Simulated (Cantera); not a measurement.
Feed: 1 mol C3H8, 0.54 mol CO2, 2.4 mol N2, at 11.3 Torr.

Cantera equilibrium calculation (NASA polynomials, part measured and part estimated; ideal gas, pure solids and liquids). Candidate condensed phases: C, C6H6, C7H8, C8H18, H2O; 136 gas species. Equilibrium is a limit: real reactors are often held back by kinetics, nucleation or transport.

x: gas mole fraction; n: condensed amount in mol.

```
T (K)   x H2   x N2   x CO      x H    x HCN  n C(graphite)
-----  -----  -----  -----  -------  -------  -------------
1875   0.530  0.318  0.144  0.00390  0.00358           2.43
1925   0.528  0.318  0.144  0.00567  0.00444           2.42
1975   0.525  0.317  0.144  0.00810  0.00544           2.41
2025   0.522  0.316  0.144   0.0114  0.00660           2.40
2075   0.518  0.314  0.143      ___      ___           2.39
2125   0.513  0.312  0.143   0.0212  0.00937           2.37
2175   0.506  0.310  0.142      ___      ___           2.35
2225   0.498  0.308  0.142   0.0373   0.0128           2.33
2275   0.488  0.305  0.141   0.0484   0.0147           2.31
```

Question: Some entries are withheld; supply them.

Answer: 
- 2175, x H: 0.0284
- 2175, x HCN: 0.0110
- 2075, x H: 0.0157
- 2075, x HCN: 0.00790
